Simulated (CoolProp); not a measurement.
The fluid at 293.15 K and 1.05 MPa is throttled through a valve to 0.107 MPa with no heat exchange. The same conditions are run with several fluids, on thermodynamics alone (safety and materials aside).

The numbers come from the reference Helmholtz-energy equation of state of each fluid (chlorine: Thol 2021; ethylbenzene: Zhou 2012; n-pentane: Thol 2019; neopentane: Lemmon 2006; R134a: Tillner-Roth 1994) in CoolProp.

```csv
fluid,temperature change (K),final phase,final density (kg/m³)
chlorine,-52.7,"two-phase, vapour fraction 0.177",21.7
ethylbenzene,+0.4,liquid,867
n-pentane,+0.4,liquid,626
neopentane,-9.0,"two-phase, vapour fraction 0.067",47.6
R134a,-44.9,"two-phase, vapour fraction 0.278",19.7
```
